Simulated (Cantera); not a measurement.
An isothermal, constant-pressure homogeneous reactor starts with 0.364 % CO, 0.384 % O₂, 0.837 % H₂O, 98.4 % N₂, at 1175 K and 0.306 atm.

Cantera simulation using GRI-Mech 3.0 (53 species, 325 reactions); the numbers are that mechanism's predictions, not measurements.

x: mole fraction; the columns are a selection and need not sum to one.

| t (s) | x CO | x O₂ | x H₂O | x N₂O | x NO | x OH | x H₂O₂ |
|---|---|---|---|---|---|---|---|
| 0.000200 | 0.00364 | 0.00384 | 0.00837 | <1e-12 | <1e-12 | 2.04e-12 | <1e-12 |
| 0.000446 | 0.00364 | 0.00384 | 0.00837 | <1e-12 | <1e-12 | 7.70e-12 | <1e-12 |
| 0.000993 | 0.00364 | 0.00384 | 0.00837 | <1e-12 | <1e-12 | 2.92e-11 | <1e-12 |
| 0.00221 | 0.00364 | 0.00384 | 0.00837 | <1e-12 | <1e-12 | 1.26e-10 | <1e-12 |
| 0.00493 | 0.00364 | 0.00384 | 0.00837 | <1e-12 | <1e-12 | 9.62e-10 | <1e-12 |
| 0.0110 | 0.00364 | 0.00384 | 0.00837 | 5.64e-12 | <1e-12 | 4.54e-8 | 2.84e-12 |
| 0.0245 | 0.00328 | 0.00366 | 0.00824 | 9.42e-9 | 1.31e-9 | 3.86e-5 | 2.50e-8 |
| 0.0546 | ___ | ___ | 0.00806 | ___ | ___ | ___ | ___ |
| 0.122 | 7.29e-5 | 0.00206 | 0.00832 | 5.97e-8 | 1.82e-7 | 2.85e-5 | 2.58e-8 |
| 0.271 | ___ | 0.00203 | 0.00837 | ___ | 1.83e-7 | ___ | ___ |
| 0.604 | 2.48e-6 | 0.00202 | 0.00838 | 8.40e-8 | 1.83e-7 | 5.34e-6 | 1.54e-9 |
| 1.35 | 4.66e-7 | 0.00202 | 0.00838 | 8.58e-8 | 1.83e-7 | 2.64e-6 | 3.99e-10 |
| 3.00 | 8.98e-8 | 0.00202 | 0.00838 | 8.09e-8 | 1.84e-7 | 1.42e-6 | 1.18e-10 |

Task: Complete the blanks.

Result: 
- 0.0546, x CO: 0.000550
- 0.0546, x O₂: 0.00237
- 0.0546, x N₂O: 4.31e-8
- 0.0546, x NO: 1.46e-7
- 0.0546, x OH: 6.94e-5
- 0.0546, x H₂O₂: 5.18e-8
- 0.271, x CO: 1.30e-5
- 0.271, x N₂O: 7.58e-8
- 0.271, x OH: 1.17e-5
- 0.271, x H₂O₂: 6.44e-9
